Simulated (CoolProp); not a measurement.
Vapour-liquid equilibrium of R13 (1) + isobutane (2) at -76.55 °C; x and y are mole fractions of (1).

Model: multi-fluid Helmholtz-energy mixture model, Platzer 1990 and Bücker 2006; pair parameters Bell 2016, in CoolProp. This equation is an older, rougher fit; its heat capacities, sound speeds and derivatives of the liquid may be far off and weren't checked against measurements.

```csv
x,"bubble pressure, mixture model (kPa)","bubble pressure, Raoult's law (kPa)","y, mixture model","y, Raoult's law"
0.05,16.96,9.338,0.832,0.699
0.2,48.79,28.46,0.948,0.917
0.35,69.63,47.58,0.968,0.960
0.5,84.30,66.71,0.976,0.978
0.65,96.49,85.83,0.983,0.988
0.8,109.0,105.0,0.989,0.994
0.95,124.3,124.1,0.997,0.999
```

The largest gap from Raoult's law is +81.6 % in bubble pressure, at x = 0.05. No azeotrope shows between x = 0.05 and 0.95.

The pair parameters rest on a limited set of measurements; away from them the model extrapolates. With so large a gap from Raoult's law the liquid may split in two, which this calculation doesn't test in full.
